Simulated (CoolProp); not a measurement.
Vapour pressure (bar) of methanol: the reference equation beside estimates from Tc = 240.2 °C, pc = 82.16 bar, ω = 0.565.

Values from CoolProp's reference Helmholtz-energy equation of state, de Reuck 1993.

```json
[
 {"T (°C)": "43.05", "reference": "0.4088", "Lee-Kesler": "0.3681", "van der Waals": "…"},
 {"T (°C)": "64.35", "reference": "1.008", "Lee-Kesler": "0.9648", "van der Waals": "11.86"},
 {"T (°C)": "85.65", "reference": "2.207", "Lee-Kesler": "2.193", "van der Waals": "16.34"},
 {"T (°C)": "107.05", "reference": "4.396", "Lee-Kesler": "…", "van der Waals": "…"},
 {"T (°C)": "128.35", "reference": "8.056", "Lee-Kesler": "8.227", "van der Waals": "28.34"},
 {"T (°C)": "149.65", "reference": "13.82", "Lee-Kesler": "…", "van der Waals": "35.97"},
 {"T (°C)": "170.95", "reference": "…", "Lee-Kesler": "22.73", "van der Waals": "44.78"},
 {"T (°C)": "192.35", "reference": "34.79", "Lee-Kesler": "35.05", "van der Waals": "54.87"},
 {"T (°C)": "213.65", "reference": "51.69", "Lee-Kesler": "52.02", "van der Waals": "66.19"}
]
```

Q: Some entries are withheld; supply them.

A: 
- 43.05, van der Waals: 8.288
- 107.05, Lee-Kesler: 4.457
- 107.05, van der Waals: 21.82
- 149.65, Lee-Kesler: 14.09
- 170.95, reference: 22.43

Absolute difference from the reference over all 9 rows, mean and median: Lee-Kesler 2.6 and 1.4 %, van der Waals 515.4 and 251.8 %.
